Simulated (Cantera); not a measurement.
Charge: 1 mol AlN, 230 mol H2, 3.8 mol N2, held at 7600 Pa.

These are equilibrium values from Cantera (NASA tables, ideal gas, pure condensed phases), not measurements of a reactor. Candidate condensed phases: Al, AlN; 13 gas species. The numbers say what is thermodynamically allowed, not how fast it happens.

### Question
Which condensed phases are stable at each of these points (T (K)): 1375, 1425, 1475, 1525, 1575, 1625, 1675, 1725, 1775, 1825, 1875, 1925, 1975?

### Answer
| T (K) | condensed phases | Al condensed (%) |
|---|---|---|
| 1375 | AlN(s) | 100.0 |
| 1425 | AlN(s) | 100.0 |
| 1475 | AlN(s) | 100.0 |
| 1525 | AlN(s) | 100.0 |
| 1575 | AlN(s) | 100.0 |
| 1625 | AlN(s) | 100.0 |
| 1675 | AlN(s) | 99.9 |
| 1725 | AlN(s) | 99.5 |
| 1775 | AlN(s) | 98.4 |
| 1825 | AlN(s) | 94.8 |
| 1875 | AlN(s) | 84.4 |
| 1925 | AlN(s) | 56.3 |
| 1975 | gas only | 0.0 |

From 1375 K to 1925 K the condensed part is AlN(s). At 1975 K nothing is condensed.
